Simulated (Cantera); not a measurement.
A freely propagating, adiabatic, planar premixed flame of H2 : O2 : N2 = 1 : 0.714 : 2.69 (molar parts), equivalence ratio 0.70, unburnt at 673 K and 0.132 atm; mixture-averaged transport, grid criteria slope 0.08 and curve 0.16, no radiation.

Cantera simulation using the H2/O2 subset of GRI-Mech 3.0, which has no nitrogen chemistry; the numbers are that mechanism's predictions, not measurements. Burning velocities carry a grid error of a few per cent, more on coarse grids.

x: mole fraction of selected species; z is measured from the peak of heat release.

```csv
z (mm),T (K),u (m/s),x H2,x O2,x OH,x H,x H2O,x H2O2
-21.4,673,6.46,0.227,0.162,<1e-8,<1e-8,<1e-8,<1e-8
-14.2,673,6.46,0.227,0.162,<1e-8,<1e-8,<1e-8,<1e-8
-10.7,673,6.46,0.227,0.162,<1e-8,<1e-8,<1e-8,<1e-8
-7.12,673,6.46,0.227,0.162,<1e-8,3.41e-7,6.70e-8,<1e-8
-3.56,679,6.51,0.226,0.162,2.22e-5,0.000373,0.000492,?
-1.78,776,7.37,0.205,0.158,0.000295,0.00757,0.0109,?
0,1108,10.2,0.0915,0.115,0.00345,0.0504,0.0981,9.31e-7
1.78,1358,12.4,0.0277,0.0722,0.00798,0.0613,0.171,9.76e-7
3.56,1475,13.4,0.0247,0.0668,0.0102,0.0522,0.181,?
7.12,1611,14.5,0.0242,0.0637,0.0128,0.0404,0.189,?
14.2,1756,15.6,0.0223,0.0608,0.0152,0.0286,0.198,?
28.5,1902,16.7,0.0189,0.0582,0.0166,0.0182,0.209,?
57.0,2036,17.7,0.0143,0.0561,0.0165,0.0100,0.221,?
```

Problem. Fill in the missing entries.

Solution. 
- -3.56, x H2O2: 2.97e-7
- -1.78, x H2O2: 4.06e-7
- 3.56, x H2O2: 7.21e-7
- 7.12, x H2O2: 4.23e-7
- 14.2, x H2O2: 2.22e-7
- 28.5, x H2O2: 1.20e-7
- 57.0, x H2O2: 7.38e-8
